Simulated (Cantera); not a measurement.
A freely propagating, adiabatic, planar premixed flame of H2 : O2 : N2 = 1 : 0.294 : 1.12 (molar parts), equivalence ratio 1.7, unburnt at 325 K and 0.316 atm; mixture-averaged transport, grid criteria slope 0.08 and curve 0.16, no radiation.

Computed with Cantera and the H2/O2 subset of GRI-Mech 3.0, which has no nitrogen chemistry. Burning velocities carry a grid error of a few per cent, more on coarse grids.

Question: Predict: laminar burning velocity; thermal thickness; peak x(OH); peak x(HO2); peak x(H2O2).

Answer: 
```
Item                         Value
------------------------  --------
laminar burning velocity  311 cm/s
thermal thickness          1.55 mm
peak x(OH)                 0.00574
peak x(HO2)               0.000233
peak x(H2O2)               6.76e-5
```
